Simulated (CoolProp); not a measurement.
Computed with CoolProp (reference Helmholtz-energy equation of state, Lemmon 2006). It is a short technical equation, of lower accuracy than the large ones.

Problem. For C2F6 (R116), give the phase and the density (kg/m³), Joule-Thomson coefficient (K/MPa), isothermal compressibility (1/MPa), viscosity (µPa s) at 241.3 K and 15 MPa; 269.5 K and 15 MPa; 410.9 K and 15 MPa.

Solution. 
- 241.3 K and 15 MPa: liquid; density 1490, Joule-Thomson coefficient -0.234, isothermal compressibility 0.00398, viscosity 282
- 269.5 K and 15 MPa: liquid; density 1370, Joule-Thomson coefficient -0.0985, isothermal compressibility 0.00627, viscosity 200
- 410.9 K and 15 MPa: supercritical; density 723, Joule-Thomson coefficient 1.15, isothermal compressibility 0.0468, viscosity 52.9

Viscosity comes from a separate model (Huber 2003), an estimate that may be off by 10 % or more.
